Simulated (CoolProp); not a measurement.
Vapour-liquid equilibrium of ethylene (1) + propylene (2) at 0.307 MPa; x and y are mole fractions of (1).

Values from CoolProp's multi-fluid Helmholtz-energy mixture model, Smukala 2000 and Lemmon 2013; pair parameters Bell 2016.

```csv
x,bubble temperature (K),y at the bubble point,dew temperature at overall composition x (K),liquid density (mol/L)
0.05,244.7,0.287,251.9,14.04
0.15,231.0,0.622,249.1,14.74
0.25,221.0,0.783,246.0,15.35
0.35,213.6,0.866,242.6,15.91
0.45,208.0,0.914,238.8,16.42
0.55,203.6,0.943,234.5,16.92
0.65,200.0,0.963,229.5,17.41
0.75,197.0,0.977,223.3,17.89
0.85,194.4,0.988,215.2,18.37
0.95,192.0,0.996,202.4,18.85
```

No azeotrope shows between x = 0.05 and 0.95.

The pair parameters rest on a limited set of measurements; away from them the model extrapolates. The gap from Raoult's law changes sign with composition, which may be real or a fault of the pair parameters; it wasn't checked against measurements.
